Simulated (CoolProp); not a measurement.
Vapour-liquid equilibrium of R143a (1) + R236FA (2) at 0.819 MPa; x and y are mole fractions of (1).

Computed with CoolProp (multi-fluid Helmholtz-energy mixture model, Lemmon and Jacobsen 2000 and Pan 2012; pair parameters Bell 2016).

**Question.** Give the bubble temperature and the first vapour's composition at x = 0.05, 0.45, 0.55. Is there an azeotrope?

**Answer.** x = 0.05: 59.2 °C, y = 0.115; x = 0.45: 33.4 °C, y = 0.721; x = 0.55: 28.1 °C, y = 0.803. No azeotrope shows between x = 0.05 and 0.95.

The pair parameters rest on a limited set of measurements; away from them the model extrapolates.
